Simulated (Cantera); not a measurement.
Feed: 1 mol TiCl₄, 2.3 mol C₃H₈, equilibrated at 1330 Pa.

Method: chemical equilibrium by Gibbs-energy minimisation in Cantera with the NASA 1993 tables (ideal gas, pure condensed phases). Candidate condensed phases: C, C₆H₆, C₇H₈, C₈H₁₈, Ti, TiC, TiCl₂, TiCl₃, TiCl₄; 96 gas species. The tables' values for TiCl₂ are old estimates; treat these amounts as uncertain. TiC: taken at fixed stoichiometry. Rates play no part.

log p: log10 of the partial pressure in bar; n: condensed amount in mol.

```csv
T (K),log p H₂,log p HCl,log p H,log p Cl,n C(graphite),n TiC(s)
1248,-2.05,-2.38,-7.35,-7.76,6.06,0.844
1348,-2.06,-2.35,…,…,5.98,0.915
1448,-2.06,-2.34,-6.07,-6.43,5.95,0.949
1548,-2.06,-2.33,-5.54,-5.91,5.93,0.966
1648,-2.06,-2.33,-5.08,-5.45,5.92,0.976
1748,-2.07,-2.33,-4.67,-5.05,5.92,0.981
1848,-2.07,-2.33,…,…,5.91,0.984
1948,-2.07,-2.33,-3.98,-4.37,5.91,0.985
2048,-2.07,-2.34,-3.69,-4.08,5.90,0.985
2148,-2.08,-2.35,-3.42,-3.82,5.89,0.983
```

Task: Some entries are withheld; supply them.

Result: 
- 1348, log p H: -6.66
- 1348, log p Cl: -7.04
- 1848, log p H: -4.31
- 1848, log p Cl: -4.69
